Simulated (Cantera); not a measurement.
A freely propagating, adiabatic, planar premixed flame of 14.7 % CO, 4.40 % H2, 4.11 % CH4, 16.1 % O2, 60.7 % N2, equivalence ratio 1.1, unburnt at 675 K and 1.90 bar; multicomponent transport, grid criteria slope 0.08 and curve 0.16, no radiation.

Model: GRI-Mech 3.0 (53 species, 325 reactions), integrated in Cantera. Burning velocities carry a grid error of a few per cent, more on coarse grids.

Question: Predict: laminar burning velocity; thermal thickness; peak x(CH2); peak x(HCN).

Answer: 
* **laminar burning velocity**: 262 cm/s
* **thermal thickness**: 0.168 mm
* **peak x(CH2)**: 2.02e-5
* **peak x(HCN)**: 4.75e-7
